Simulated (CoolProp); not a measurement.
Vapour-liquid equilibrium of CHF3 (R23) (1) + R22 (2) at 243.5 K; x and y are mole fractions of (1).

Values from CoolProp's multi-fluid Helmholtz-energy mixture model, Penoncello 2003 and Kamei 1995; pair parameters Bell 2016.

```csv
x,"bubble pressure, mixture model (bar)","bubble pressure, Raoult's law (bar)","y, mixture model","y, Raoult's law"
0.05,2.171,2.090,0.260,0.244
0.125,2.914,2.730,0.478,0.467
0.2,3.631,3.369,0.607,0.605
0.275,4.318,4.009,0.691,0.699
0.35,4.976,4.649,0.752,0.767
0.425,5.607,5.289,0.798,0.819
0.5,6.213,5.929,0.834,0.860
0.575,6.802,6.569,0.865,0.892
0.65,7.380,7.208,0.892,0.919
0.725,7.955,7.848,0.916,0.942
0.8,8.536,8.488,0.939,0.961
0.875,9.134,9.128,0.962,0.977
0.95,9.758,9.768,0.984,0.991
```

The largest gap from Raoult's law is +7.8 % in bubble pressure, at x = 0.2. No azeotrope shows between x = 0.05 and 0.95.

The pair parameters rest on a limited set of measurements; away from them the model extrapolates.
